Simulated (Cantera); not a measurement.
A perfectly stirred reactor is fed with C₂H₄ : O₂ : N₂ : H₂O = 1 : 1.67 : 6.27 : 0.9 (molar parts), equivalence ratio 1.8, at 1.01 bar; it is adiabatic with a 525 K inlet, and is followed from long to short residence time, starting on the burning branch (τ in s: 0.26, 0.093, 0.033, 0.012, 0.0043, 0.0015, 0.00056, 0.0002, 7.2e-05).

Cantera simulation using GRI-Mech 3.0 (53 species, 325 reactions); the numbers are that mechanism's predictions, not measurements. GRI-Mech 3.0 was tuned for natural gas; its chemistry of ethylene as a main component is partial and can be far from experiment.

Problem. What does this change do: pressure from 1.01 bar to 0.220 bar?

Solution. 
| quantity | before | after |
|---|---|---|
| blow-out, bracketed by the residence times tried | burning at 0.200 ms, out at 72.0 µs | burning at 0.560 ms, out at 0.200 ms |
| x(C₂H₄) at τ = 0.260 s | 3.65e-6 | 4.19e-6 |
| x(O₂) at τ = 0.260 s | 3.48e-5 | 5.72e-5 |
| x(H₂O) at τ = 0.260 s | 0.157 | 0.155 |
| x(HO₂) at τ = 0.260 s | 7.02e-9 | 6.99e-9 |
| x(NO) at τ = 0.260 s | 8.73e-5 | 0.000167 |
| x(C₂H₄) at τ = 4.30 ms | 8.59e-5 | 0.000154 |
| x(O₂) at τ = 4.30 ms | 0.000751 | 0.00141 |
| x(H₂O) at τ = 4.30 ms | 0.162 | 0.158 |
| x(HO₂) at τ = 4.30 ms | 2.35e-7 | 1.85e-7 |
| x(NO) at τ = 4.30 ms | 0.000132 | 0.000127 |
